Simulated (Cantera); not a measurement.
A perfectly stirred reactor is fed with 72.5 % NO, 27.5 % N2, at 0.493 atm; it is held at 1975 K, and followed from long to short residence time.

Detailed kinetics in Cantera: GRI-Mech 3.0 (53 species, 325 reactions).

x: mole fraction; the columns are a selection and need not sum to one.

```
τ (s)      x NO     x NO2   x N2      x O2       x O     x N2O
-------  ------  --------  -----  --------  --------  --------
13       0.0978  0.000152  0.589     0.313  0.000440   3.93e-6
3.4       0.224  0.000310  0.526     0.250  0.000396   1.98e-5
0.94      0.418  0.000456  0.429     0.153  0.000317   7.10e-5
0.26      0.595  0.000435  0.340    0.0643  0.000219  0.000150
0.070     0.685       [?]  0.295       [?]       [?]  0.000203
0.019     0.713  0.000236  0.281   0.00527  0.000108  0.000217
0.0052    0.722       [?]  0.277       [?]       [?]       [?]
0.0014    0.724  0.000143  0.276  0.000221   6.97e-5  0.000143
0.00039   0.724   6.50e-5  0.275   1.93e-5   3.77e-5   7.03e-5
0.00011   0.725   1.53e-5  0.275   1.11e-6   1.48e-5   2.51e-5
```

Task: Complete the blanks.

Result: 
- 0.070, x NO2: 0.000316
- 0.070, x O2: 0.0196
- 0.070, x O: 0.000144
- 0.0052, x NO2: 0.000194
- 0.0052, x O2: 0.00127
- 0.0052, x O: 9.04e-5
- 0.0052, x N2O: 0.000199
